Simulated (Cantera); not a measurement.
Feed: 1 mol Fe(CO)5, a varied amount of N2, held at 952 °C and 1 atm.

Method: chemical equilibrium by Gibbs-energy minimisation in Cantera with the NASA 1993 tables (ideal gas, pure condensed phases). Candidate condensed phases: C, Fe, Fe(CO)5, FeO, Fe2O3, Fe3O4; 27 gas species. Condensed phases not in the tables: cementite and carbon dissolved in iron. Kinetics and transport are ignored.

At 26 mol N2, list the 3 most abundant gas species with their mole fractions, and the condensed phases.

N2 0.839, CO 0.161, CO2 0.000350. Condensed: C(graphite) + Fe(γ).
